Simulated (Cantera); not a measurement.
Adiabatic ignition

An adiabatic, constant-pressure homogeneous reactor starts with CH₃OH : O₂ : N₂ = 1 : 3.41 : 12.8 (molar parts), equivalence ratio 0.44, at 1473 K and 0.320 bar.

Detailed kinetics in Cantera: GRI-Mech 3.0 (53 species, 325 reactions). GRI-Mech 3.0 was tuned for natural gas; its chemistry of methanol as a main component is partial and can be far from experiment.

```tsv
t (s)	T (K)	x CH₃OH	x O₂	x HO₂	x C₂H₂	x C₂H₄	x O
2.00e-6	1473	0.0581	0.198	4.94e-7	<1e-12	<1e-12	2.03e-8
5.02e-6	1473	0.0581	0.198	2.06e-6	<1e-12	5.71e-12	2.67e-8
1.26e-5	1473	0.0581	0.198	6.36e-6	<1e-12	4.45e-11	2.80e-8
3.17e-5	1473	0.0581	0.198	1.79e-5	<1e-12	4.18e-10	3.04e-8
7.96e-5	1473	0.0580	0.198	5.00e-5	2.75e-12	3.54e-9	3.75e-8
0.000200	1473	0.0577	0.198	0.000140	1.14e-11	1.55e-8	6.17e-8
0.000502	1476	0.0557	0.197	0.000426	6.93e-11	3.01e-8	2.46e-7
0.00126	1969	<1e-12	0.107	5.39e-6	<1e-12	<1e-12	0.0191
0.00317	2273	<1e-12	0.105	3.16e-6	<1e-12	<1e-12	0.00644
0.00796	2337	<1e-12	0.106	4.17e-6	<1e-12	<1e-12	0.00365
0.0200	2337	<1e-12	0.105	4.18e-6	<1e-12	<1e-12	0.00355
0.0502	2334	<1e-12	0.104	4.11e-6	<1e-12	<1e-12	0.00347
0.126	2329	<1e-12	0.102	3.99e-6	<1e-12	<1e-12	0.00333
0.317	2324	<1e-12	0.101	3.90e-6	<1e-12	<1e-12	0.00322
0.796	2324	<1e-12	0.101	3.89e-6	<1e-12	<1e-12	0.00321
2.00	2324	<1e-12	0.101	3.89e-6	<1e-12	<1e-12	0.00321
```
x: mole fraction; the columns are a selection and need not sum to one.

```
Quantity                                                             Value
---------------------------------  ---------------------------------------
time of steepest temperature rise                                  1.14 ms
temperature at 2.00 s                                               2324 K
equilibrium temperature                                             2324 K
x(CH₃OH) at 2.00 s                   <1e-12 (gas-phase equilibrium <1e-12)
x(O₂) at 2.00 s                        0.101 (gas-phase equilibrium 0.101)
x(HO₂) at 2.00 s                   3.89e-6 (gas-phase equilibrium 3.89e-6)
```
